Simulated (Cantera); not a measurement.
Nitride etching: Si₃N₄ + HF

Feed: 1 mol Si₃N₄, a varied amount of HF, held at 752 °C and 1.50 mbar.

Method: chemical equilibrium by Gibbs-energy minimisation in Cantera with the NASA 1993 tables (ideal gas, pure condensed phases). Candidate condensed phases: Si, Si₃N₄; 37 gas species. The tables' values for SiF₃ are old estimates; treat these amounts as uncertain. Rates play no part.

From 2 mol HF to 11 mol HF the condensed part is Si₃N₄(s). From 14 mol HF to 27 mol HF nothing is condensed. The main Si-bearing gas is SiF₄ throughout.

| n(HF) (mol) | x HF | x H₂ | x SiF₄ | x N₂ | n Si₃N₄(s) |
|---|---|---|---|---|---|
| 2 | 0.00113 | 0.545 | 0.272 | 0.182 | 0.833 |
| 5 | 0.00113 | 0.545 | 0.272 | 0.182 | 0.584 |
| 8.1 | 0.00113 | 0.545 | 0.272 | 0.182 | 0.325 |
| 11 | 0.00113 | 0.545 | 0.272 | 0.182 | 0.0838 |
| 14 | 0.154 | 0.462 | 0.231 | 0.154 | 0 |
| 17 | 0.313 | 0.375 | 0.187 | 0.125 | 0 |
| 20 | 0.421 | 0.316 | 0.158 | 0.105 | 0 |
| 24 | 0.522 | 0.261 | 0.130 | 0.0870 | 0 |
| 27 | 0.577 | 0.231 | 0.115 | 0.0769 | 0 |
x: gas mole fraction; n: condensed amount in mol.
